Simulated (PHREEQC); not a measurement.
2.3 g of hydrous ferric oxide (600 m²/g; 0.2 weak and 0.005 strong sites per Fe, Dzombak-Morel constants, diffuse double layer) in 1 kg of water with 0.001 mol/kgw of an inert sodium salt and 5.6e-06 mol MgCl2 and 3.9e-05 mol PbCl2, at 25 °C; the pH is set by adding NaOH or the inert anion's acid. Oxygen alone is held at its pressure in air (log pO2 = -0.68). CO2 from the air is kept out. Nothing may precipitate in this run.

Base run: PHREEQC, ion-association model, wateq4f.dat. Each further column changes one thing. The table gives Mg sorbed (%).

```tsv
pH	base	no electrostatic term (-no_edl)	background salt from 0.001 to 0.0001 mol/kgw	oxide from 2.3 to 12 g/kgw	0.00063 mol/kgw NiCl2 added
4	0.0	0.0	0.0	0.0	0.0
4.5	0.0	0.0	0.0	0.0	0.0
5	0.0	0.0	0.0	0.0	0.0
5.5	0.0	0.0	0.0	0.1	0.0
6	0.1	0.5	0.1	0.4	0.1
6.5	0.7	4.3	0.7	3.8	0.6
7.5	40.1	67.2	41.6	78.2	24.6
8	86.6	89.5	87.5	97.2	75.1
8.5	98.4	96.0	98.6	99.7	96.6
9	99.8	97.9	99.9	100.0	99.6
9.5	100.0	98.5	100.0	100.0	100.0
10	100.0	98.7	100.0	100.0	100.0
```
